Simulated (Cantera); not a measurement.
What does this Cantera script print?

```python
import numpy as np
import cantera as ct

gas_names = """
    H H2 N NH NH2 NH3 N2 N2H2 N2H4 Si SiH SiH2 SiH3 SiH4 SiN Si2 Si2N Si3
""".split()
cond_names = """
    Si(cr) Si(L) Si3N4(a)
""".split()


# ... load() reads the species with a 1 bar reference pressure and builds the phases ...
atoms = {
    'trisilylamine': {'Si': 3, 'N': 1, 'H': 9},
    'NH3': {'N': 1, 'H': 3},
    'N2': {'N': 2},
}
top_T = {'Si3N4(a)': 2400}  # K; cautious upper limits of use, not melting points


# ... equilibrate(T, P, feed) seeds the gas with the atoms and calls Mixture.equilibrate('TP', solver="vcs", rtol=1e-11, max_steps=5000) ...
results = []
feed = {'trisilylamine': 1, 'NH3': 0.33, 'N2': 1.7}  # mol
T = 1950  # K
P = 1000  # Pa
mix = equilibrate(T, P, feed)
results.append((T, P, feed, dict(zip(mix.species_names, mix.species_moles))))
x = sorted(zip(gas.X, gas.species_names), reverse=True)
print(f"T = {T:g} K  P = {P:g} Pa  gas = {mix.phase_moles(0):.4g} mol")
print("   x: " + "  ".join(f"{s} {v:.3e}" for v, s in x if v > 1e-06))
print("   condensed (mol): " + ("  ".join(f"{mix.phase(i).name} {mix.phase_moles(i):.4g}"
      for i in range(1, mix.n_phases) if mix.phase_moles(i) > 1e-12) or "none"))
```

It prints:

```
T = 1950 K  P = 1000 Pa  gas = 7.414 mol
   x: H2 6.690e-01  N2 3.190e-01  H 9.376e-03  Si 2.381e-03  SiH 1.490e-04  Si2N 5.449e-05  SiH2 5.305e-05  SiN 3.957e-05  Si2 2.181e-05  Si3 4.794e-06
   condensed (mol): Si(L) 2.979
```

Cantera equilibrium calculation (NASA polynomials, part measured and part estimated; ideal gas, pure solids and liquids). The feed counts by its element totals alone. The tables' values for SiN are old estimates; treat these amounts as uncertain. Gases not in the tables: Si2H6 and higher silanes.
